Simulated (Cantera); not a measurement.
Input (Python, Cantera) and output of one run.

```python
import numpy as np
import cantera as ct

gas_names = [...]  # 109 gases of nasa_gas.yaml made of C, Cl, H, Si
cond_names = """
    C(gr) C6H6(L) C7H8(L) C8H18(L),n-octa Si(cr) Si(L) SiC(b)
""".split()


# ... load() reads the species with a 1 bar reference pressure and builds the phases ...
atoms = {
    '(CH3)2SiCl2': {'C': 2, 'H': 6, 'Si': 1, 'CL': 2},
    'H2': {'H': 2},
    'CH4': {'C': 1, 'H': 4},
}
top_T = {'C(gr)': 4500, 'SiC(b)': 3050}  # K; cautious upper limits of use, not melting points


# ... equilibrate(T, P, feed) seeds the gas with the atoms and calls Mixture.equilibrate('TP', solver="vcs", rtol=1e-11, max_steps=5000) ...
results = []
feed = {'(CH3)2SiCl2': 1, 'H2': 96, 'CH4': 0.34}  # mol
P = 150  # Pa
for T in [1675, 1775, 1875, 1975, 2075, 2175, 2275, 2375, 2475, 2575]:
    mix = equilibrate(T, P, feed)
    results.append((T, P, feed, dict(zip(mix.species_names, mix.species_moles))))

top = {s: max(r[3][s] / sum(r[3][g] for g in gas_names) for r in results) for s in gas_names}
cols = sorted((s for s in top if top[s] > 0.0001), key=lambda s: -top[s])[:7]
seen = [c for c in cond_names if any(r[3].get(c, 0) > 1e-12 for r in results)]
print("log10 of partial pressures in bar; condensed amounts in mol")
print(f"{'T/K':>10s}" + "".join(f"{s[:9]:>10s}" for s in cols + seen))
for T, P, feed, n in results:
    ng = sum(n[g] for g in gas_names)
    print(f"{T:10.4g}" + "".join(f"{np.log10(max(n[s] / ng * P / 1e5, 1e-99)):10.3f}" for s in cols)
          + "".join(f"{n.get(c, 0):10.4g}" for c in seen))
```

Output:

```
log10 of partial pressures in bar; condensed amounts in mol
       T/K        H2         H       HCL        Si        CL C2H2,acet      SiC2     C(gr)    SiC(b)
      1675    -2.834    -5.352    -4.528    -8.234    -7.154    -7.070   -10.412     1.331    0.9975
      1775    -2.836    -4.956    -4.531    -7.327    -6.766    -6.682    -9.228     1.318    0.9935
      1875    -2.840    -4.604    -4.537    -6.518    -6.421    -6.339    -8.172     1.304    0.9729
      1975    -2.849    -4.288    -4.548    -5.792    -6.114    -6.036    -7.226     1.334     0.869
      2075    -2.865    -4.007    -4.570    -5.137    -5.843    -5.772    -6.374     1.628    0.3967
      2175    -2.892    -3.758    -4.601    -4.923    -5.603    -5.544    -5.983     1.756         0
      2275    -2.933    -3.538    -4.648    -4.942    -5.394    -5.353    -5.840     1.435         0
      2375    -2.996    -3.349    -4.722    -4.981    -5.220    -5.203    -5.733    0.9925         0
      2475    -3.089    -3.192    -4.830    -5.036    -5.083    -5.101    -5.654    0.3926         0
      2575    -3.217    -3.069    -4.977    -5.082    -4.982    -5.143    -5.671         0         0
```

Cantera equilibrium calculation (NASA polynomials, part measured and part estimated; ideal gas, pure solids and liquids). The feed counts by its element totals alone. The tables' values for SiCl are old estimates; treat these amounts as uncertain. Gases not in the tables: Si2H6 and higher silanes.
